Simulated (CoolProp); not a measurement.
Vapour-liquid equilibrium of cyclohexane (1) + n-nonane (2) at 330.9 K; x and y are mole fractions of (1).

Model: multi-fluid Helmholtz-energy mixture model, Zhou 2014 and Lemmon 2006; pair parameters Bell 2016, in CoolProp.

```tsv
x	bubble pressure (kPa)	y at the bubble point	dew pressure at overall composition x (kPa)	liquid density (mol/L)
0.05	6.036	0.436	3.744	5.475
0.15	10.54	0.708	4.154	5.710
0.25	14.74	0.813	4.663	5.966
0.35	18.86	0.871	5.313	6.243
0.45	23.03	0.910	6.172	6.545
0.55	27.33	0.937	7.360	6.875
0.65	31.78	0.958	9.106	7.236
0.75	36.37	0.974	11.91	7.634
0.85	41.04	0.987	17.11	8.072
0.95	45.71	0.996	29.85	8.558
```

No azeotrope shows between x = 0.05 and 0.95.

Pair parameters are fitted to limited data, so mixtures are less certain than the pure fluids. The gap from Raoult's law changes sign with composition, which may be real or a fault of the pair parameters; it wasn't checked against measurements.
